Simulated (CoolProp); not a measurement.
The numbers come from the reference Helmholtz-energy equation of state, Thol 2017 in CoolProp.

Task: For octamethyltrisiloxane (MDM), give the phase and the speed of sound (m/s), Joule-Thomson coefficient (K/MPa), isothermal compressibility (1/MPa), expansivity (1/kK) at 575 K and 1500 kPa.

Result: 
- 575 K and 1500 kPa: supercritical; speed of sound 63.6, Joule-Thomson coefficient 29.0, isothermal compressibility 2.45, expansivity 29.0
